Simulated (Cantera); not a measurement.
Input (Python, Cantera) and output of one run.

```python
import numpy as np
import cantera as ct

gas_names = """
    N N2 Si SiN Si2 Si2N Si3
""".split()
cond_names = """
    Si(cr) Si(L) Si3N4(a)
""".split()


# ... load() reads the species with a 1 bar reference pressure and builds the phases ...
atoms = {
    'Si3N4': {'Si': 3, 'N': 4},
    'N2': {'N': 2},
}
top_T = {'Si3N4(a)': 2400}  # K; cautious upper limits of use, not melting points


# ... equilibrate(T, P, feed) seeds the gas with the atoms and calls Mixture.equilibrate('TP', solver="vcs", rtol=1e-11, max_steps=5000) ...
results = []
feed = {'Si3N4': 1, 'N2': 0.047}  # mol
T = 3073  # K
P = 260000  # Pa
mix = equilibrate(T, P, feed)
results.append((T, P, feed, dict(zip(mix.species_names, mix.species_moles))))
x = sorted(zip(gas.X, gas.species_names), reverse=True)
print(f"T = {T:g} K  P = {P:g} Pa  gas = {mix.phase_moles(0):.4g} mol")
print("   x: " + "  ".join(f"{s} {v:.3e}" for v, s in x if v > 0.0001))
print("   condensed (mol): " + ("  ".join(f"{mix.phase(i).name} {mix.phase_moles(i):.4g}"
      for i in range(1, mix.n_phases) if mix.phase_moles(i) > 1e-12) or "none"))
```

It prints:

```
T = 3073 K  P = 260000 Pa  gas = 2.192 mol
   x: N2 9.299e-01  Si 5.903e-02  SiN 4.605e-03  Si2 3.084e-03  Si2N 2.929e-03  Si3 4.418e-04
   condensed (mol): Si(L) 2.831
```

Equilibrium computed with Cantera from the NASA thermochemical tables; the gas is ideal and each condensed phase is pure. The tables' values for SiN are old estimates; treat these amounts as uncertain.
